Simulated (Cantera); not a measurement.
A diamond (100) surface in a fixed gas of H2 with x(CH4) = 0.0064, x(H) = 0.0043, x(CH3) = 3.4e-05, at 1125 K; coverages are run to steady state.

Detailed kinetics in Cantera: the Harris–Goodwin 1993 mechanism for the reconstructed diamond (100) surface.

θ: site fractions in the mechanism's names (c6HH fully hydrogenated, c6H* and c6*H radical sites, c6** diradical, c6HM methylated).

| P (Pa) | growth (µm/h) | θ c6HH | θ c6H* | θ c6*H | θ c6** | θ c6HM |
|---|---|---|---|---|---|---|
| 330 | 0.0121 | 0.494 | 0.0304 | 0.454 | 0.0204 | 0.000219 |
| 550 | 0.0275 | 0.494 | 0.0304 | 0.454 | 0.0204 | 0.000345 |
| 920 | 0.0640 | 0.494 | 0.0303 | 0.454 | 0.0204 | 0.000530 |
| 1500 | ? | 0.494 | 0.0303 | 0.454 | 0.0203 | ? |
| 2600 | ? | 0.494 | 0.0303 | 0.454 | 0.0203 | ? |
| 4300 | 0.701 | 0.494 | 0.0303 | 0.454 | 0.0203 | 0.00142 |
| 7200 | 1.42 | 0.493 | 0.0303 | 0.453 | 0.0203 | 0.00174 |
| 12000 | 2.70 | 0.493 | 0.0304 | 0.453 | 0.0203 | 0.00201 |

Q: What belongs in the gaps?

A: 
- 1500, growth (µm/h): 0.142
- 1500, θ c6HM: 0.000766
- 2600, growth (µm/h): 0.335
- 2600, θ c6HM: 0.00109
